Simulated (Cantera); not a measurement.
# Low-pressure radical oxidation in H2/O2

An isothermal, constant-pressure homogeneous reactor starts with H2 : O2 : N2 = 0.013 : 1 : 2.6 (molar parts), at 1300 K and 3.83 Torr.

Computed with Cantera and GRI-Mech 3.0 (53 species, 325 reactions). Radical loss at walls, strong at low pressure, is not modelled.

```tsv
t (s)	x H2	x O2	x NO2	x HO2	x H	x H2O2	x O
6.00e-5	0.00360	0.277	<1e-12	1.20e-10	1.07e-10	<1e-12	1.29e-11
0.000155	0.00360	0.277	<1e-12	3.10e-10	2.36e-10	<1e-12	7.61e-11
0.000399	0.00360	0.277	<1e-12	7.98e-10	4.33e-10	<1e-12	3.93e-10
0.00103	0.00360	0.277	<1e-12	2.06e-9	6.91e-10	<1e-12	1.69e-9
0.00265	0.00360	0.277	<1e-12	5.30e-9	1.42e-9	1.60e-12	7.10e-9
0.00682	0.00360	0.277	<1e-12	1.36e-8	6.58e-9	9.21e-12	4.79e-8
0.0176	0.00360	0.277	<1e-12	3.59e-8	2.47e-7	4.49e-11	1.97e-6
0.0453	0.000692	0.274	<1e-12	1.36e-7	0.000253	6.18e-9	0.00214
0.117	1.85e-5	0.273	<1e-12	8.43e-8	0.000158	1.83e-9	0.00309
0.301	1.79e-5	0.273	<1e-12	8.30e-8	0.000150	1.81e-9	0.00298
0.776	1.64e-5	0.274	<1e-12	7.98e-8	0.000132	1.77e-9	0.00273
2.00	1.34e-5	0.274	1.25e-12	7.23e-8	9.57e-5	1.67e-9	0.00220
```
x: mole fraction; the columns are a selection and need not sum to one.

Equilibrium at this temperature and pressure: H2 8.40e-9, O2 0.275, NO2 3.85e-7, HO2 2.33e-9, H 1.43e-9, H2O2 7.40e-12, O 1.31e-6 (gas phase only).
